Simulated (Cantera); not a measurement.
Feed: 1 mol (CH3)2SiCl2, 0.036 mol C3H8, 64 mol H2, at 2350 K and 26.0 mbar.

Method: chemical equilibrium by Gibbs-energy minimisation in Cantera with the NASA 1993 tables (ideal gas, pure condensed phases). The feed counts by its element totals alone. The tables' values for SiCl are old estimates; treat these amounts as uncertain. Gases not in the tables: Si2H6 and higher silanes. Equilibrium is a limit: real reactors are often held back by kinetics, nucleation or transport.

| species | before | after |
|---|---|---|
| H2 | 0.883 | 0.598 |
| HCl | 0.0257 | 0.270 |
| H | 0.0727 | 0.0598 |
| SiCl2 | 0.000206 | 0.0337 |
| Cl | 0.00152 | 0.0194 |
| SiCl3 | 7.39e-8 | 0.000154 |
| SiCl | 0.000283 | 0.00362 |
| C2HCl | 1.25e-6 | 1.32e-5 |
| SiH2 | 8.35e-5 | 5.66e-5 |
| C2H2 (acetylene) | 0.00487 | 0.00330 |
| C4H2 | 1.10e-5 | 7.47e-6 |
| C(graphite), mol | 1.09 | 1.33 |
| SiC(s), mol | 0.0393 | 0.722 |
Gas species are given as mole fractions.

### Question
Name the change that produced these shifts.
A) H2 from 64 to 1.1 mol
B) temperature from 2350 K to 1623 K
C) H2 from 64 to 290 mol
D) temperature from 2350 K to 1323.15 K

### Answer
A, H2 from 64 to 1.1 mol. The tables' values for SiCl, SiCl3 are old estimates; treat these amounts as uncertain
